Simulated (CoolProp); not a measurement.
Normal hydrogen at 298.15 K and 0.457 MPa is throttled through a valve to 0.1 MPa with no heat exchange. Each further row changes one setting.

Computed with CoolProp (reference Helmholtz-energy equation of state, Leachman 2009).

| case | final density (kg/m³) |
|---|---|
| as stated | (withheld) |
| outlet pressure 0.03 MPa | (withheld) |
| outlet pressure 0.13 MPa | (withheld) |

Q: Some entries are withheld; supply them.

A: 
- as stated, final density (kg/m³): 0.0812
- outlet pressure 0.03 MPa, final density (kg/m³): 0.0244
- outlet pressure 0.13 MPa, final density (kg/m³): 0.106
